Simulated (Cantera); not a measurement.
Input (Python, Cantera):

```python
import numpy as np
import cantera as ct

gas = ct.Solution("gri30.yaml")
gas.TPX = 1325, 740, {'H2': 0.3, 'O2': 1}
reactor = ct.IdealGasConstPressureReactor(gas, energy="off", clone=False)
net = ct.ReactorNet([reactor])
net.rtol, net.atol = 1e-08, 1e-18
show = ['H2', 'O2', 'HO2', 'O', 'H2O2', 'OH']
times = np.geomspace(0.0003, 2, 10)

steps = ct.SolutionArray(gas, extra=["t"])
rows = []
print(f"{'t/s':>10s}{'T/K':>9s}{'P/Pa':>11s}" + "".join(f"{s:>11s}" for s in show))
for t in times:
    while net.time < t:
        t_next = net.step()
        steps.append(gas.state, t=t_next)
    rows.append([np.interp(t, steps.t, y) for y in (steps.T, steps.P, *steps(*show).X.T)])
    print(f"{t:10.3e}{rows[-1][0]:9.1f}{rows[-1][1]:11.4g}" + "".join(f"{x:11.3e}" for x in rows[-1][2:]))
rate = np.gradient(steps.T, steps.t)
print("integrator steps:", len(steps.t))
if steps.T.max() > steps.T[0] + 200:
    print(f"time of steepest temperature rise: {steps.t[rate.argmax()]:.4e} s")
gas.TPX = 1325, 740, {'H2': 0.3, 'O2': 1}
gas.equilibrate("TP")
print(f"equilibrium (TP): T = {gas.T:.1f} K  " + "  ".join(f"{s} {gas[s].X[0]:.3e}" for s in show))
```

It prints:

```
       t/s      T/K       P/Pa         H2         O2        HO2          O       H2O2         OH
 3.000e-04   1325.0        740  2.308e-01  7.692e-01  2.306e-07  8.594e-07  9.469e-10  6.148e-07
 7.980e-04   1325.0        740  2.288e-01  7.681e-01  9.920e-07  5.105e-04  7.084e-09  3.628e-04
 2.123e-03   1325.0        740  1.272e-02  6.314e-01  3.708e-06  9.103e-02  1.535e-07  1.588e-02
 5.646e-03   1325.0        740  1.192e-02  6.378e-01  3.792e-06  8.617e-02  1.570e-07  1.549e-02
 1.502e-02   1325.0        740  1.056e-02  6.544e-01  3.987e-06  7.254e-02  1.715e-07  1.477e-02
 3.995e-02   1325.0        740  7.150e-03  6.871e-01  4.215e-06  4.512e-02  1.928e-07  1.244e-02
 1.063e-01   1325.0        740  2.390e-03  7.225e-01  3.536e-06  1.409e-02  1.683e-07  7.359e-03
 2.827e-01   1325.0        740  3.714e-04  7.360e-01  1.469e-06  2.149e-03  8.143e-08  2.924e-03
 7.519e-01   1325.0        740  5.466e-05  7.384e-01  3.538e-07  3.159e-04  2.974e-08  1.125e-03
 2.000e+00   1325.0        740  1.077e-05  7.389e-01  9.529e-08  6.237e-05  1.081e-08  5.005e-04
integrator steps: 1378
equilibrium (TP): T = 1325.0 K  H2 4.763e-07  O2 7.391e-01  HO2 5.752e-08  O 2.771e-06  H2O2 1.277e-09  OH 1.055e-04
```

Detailed kinetics in Cantera: GRI-Mech 3.0 (53 species, 325 reactions). Radical loss at walls, strong at low pressure, is not modelled. The temperature is held fixed by assumption; the heat of reaction is taken as removed at once.
